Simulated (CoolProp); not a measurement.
R124 at 345.67 K and 8.54 MPa is throttled through a valve to 2.95 MPa with no heat exchange. Each further row changes one setting.

Model: reference Helmholtz-energy equation of state, de Vries 1995, in CoolProp.

| case | temperature change (K) | final phase | final density (kg/m³) |
|---|---|---|---|
| as stated | ___ | liquid | 1190 |
| outlet pressure 0.885 MPa | ___ | ___ | 276 |
| outlet pressure 3.84 MPa | ___ | liquid | ___ |

Q: Complete the blanks.

A: 
- as stated, temperature change (K): -0.6
- outlet pressure 0.885 MPa, temperature change (K): -17.3
- outlet pressure 0.885 MPa, final phase: two-phase, vapour fraction 0.162
- outlet pressure 3.84 MPa, temperature change (K): -0.4
- outlet pressure 3.84 MPa, final density (kg/m³): 1200
